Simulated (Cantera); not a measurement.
Feed: 1 mol trisilylamine, 0.69 mol N2, at 1248 K and 1.10 mbar.

These are equilibrium values from Cantera (NASA tables, ideal gas, pure condensed phases), not measurements of a reactor. Candidate condensed phases: Si, Si3N4; 18 gas species. The feed counts by its element totals alone. Mutual solubility and eutectic melting of coexisting phases are not modelled. Rates play no part.

Base state: H2 1.000, N2 0.000108, H 1.41e-5 (mole fractions); condensed: Si(s) + Si3N4(s).

What changes in the equilibrium state with this change: trisilylamine replaced by SiF4?


```
species          before  after
-------------  --------  -----
SiF4                  0  0.592
N2             0.000108  0.408
H2                1.000      0
H               1.41e-5      0
Si(s), mol         1.22      0
Si3N4(s), mol     0.595      0
```
